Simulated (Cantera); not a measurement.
A freely propagating, adiabatic, planar premixed flame of CH4 : H2 : O2 : N2 = 1 : 0.04 : 2.02 : 8.48 (molar parts), equivalence ratio 1.0, unburnt at 498 K and 7.90 bar; mixture-averaged transport, grid criteria slope 0.08 and curve 0.16, no radiation.

Model: GRI-Mech 3.0 (53 species, 325 reactions), integrated in Cantera. Burning velocities carry a grid error of a few per cent, more on coarse grids.

x: mole fraction of selected species; z is measured from the peak of heat release.

```tsv
z (mm)	T (K)	u (m/s)	x CH4	x H2	x O2	x C2H	x NO	x CH2O
-0.316	499	0.314	0.0865	0.00408	0.175	<1e-8	<1e-8	3.91e-7
-0.211	504	0.318	0.0861	0.00491	0.174	<1e-8	<1e-8	3.93e-6
-0.158	525	0.332	0.0846	0.00588	0.173	<1e-8	4.82e-8	2.41e-5
-0.105	636	0.403	0.0778	0.00755	0.164	<1e-8	4.19e-7	0.000188
-0.0527	1087	0.696	0.0508	0.00988	0.124	<1e-8	5.49e-6	0.00106
-0.0264	(withheld)	0.963	(withheld)	0.0110	(withheld)	<1e-8	(withheld)	(withheld)
0	1892	1.22	0.00411	0.0103	0.0383	2.12e-7	2.58e-5	0.000369
0.0264	2054	1.32	9.16e-5	0.00726	0.0181	4.99e-8	3.93e-5	2.06e-5
0.0527	2120	1.35	(withheld)	(withheld)	(withheld)	<1e-8	(withheld)	(withheld)
0.105	2186	1.39	<1e-8	0.00478	0.00893	<1e-8	5.45e-5	<1e-8
0.211	2237	1.42	<1e-8	0.00350	0.00630	<1e-8	6.35e-5	<1e-8
0.422	2268	1.43	<1e-8	0.00260	0.00463	<1e-8	7.50e-5	<1e-8
0.843	2282	1.44	<1e-8	0.00215	0.00384	<1e-8	9.16e-5	<1e-8
```

Task: Some entries are withheld; supply them.

Result: 
- -0.0264, T (K): 1496
- -0.0264, x CH4: 0.0258
- -0.0264, x O2: 0.0827
- -0.0264, x NO: 1.40e-5
- -0.0264, x CH2O: 0.00116
- 0.0527, x CH4: 1.21e-6
- 0.0527, x H2: 0.00599
- 0.0527, x O2: 0.0126
- 0.0527, x NO: 4.67e-5
- 0.0527, x CH2O: 3.55e-7
